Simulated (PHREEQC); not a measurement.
**Sulfide liquor: an equilibrium model**

A solution holds 0.0076 mol/kgw NaHS, 0.00056 mol/kgw HCl and 8.3e-05 mol/kgw FeCl2, at 20 °C. Closed to the air; pH follows from the charge balance.

The numbers come from PHREEQC with the ion-association model, phreeqc.dat.

| Quantity | Value |
|---|---|
| pH | 8.05 |
| ionic strength | 0.00760 mol/kgw |
| specific conductance | 734 µS/cm |
| total alkalinity | 7.04 meq/kg |

| species | molality | activity | log γ |
|---|---|---|---|
| Na+ | 0.00760 | 0.00695 | -0.039 |
| HS- | 0.00684 | 0.00624 | -0.040 |
| Cl- | 0.000726 | 0.000662 | -0.040 |
| H2S | 0.000561 | 0.000562 | 0.001 |
| Fe(HS)2 | 4.76e-5 | 4.76e-5 | 0.001 |
| Fe(HS)3- | 3.54e-5 | 3.24e-5 | -0.039 |
| OH- | 8.52e-7 | 7.77e-7 | -0.040 |
| S-2 | 8.61e-8 | 6.03e-8 | -0.154 |
| H+ | 9.55e-9 | 8.81e-9 | -0.035 |

This is a speciation only: nothing precipitates in the calculation. Examples of supersaturated solids here: Mackinawite, FeS(ppt). Others may be too. Complexes and solids missing from the database can't appear.
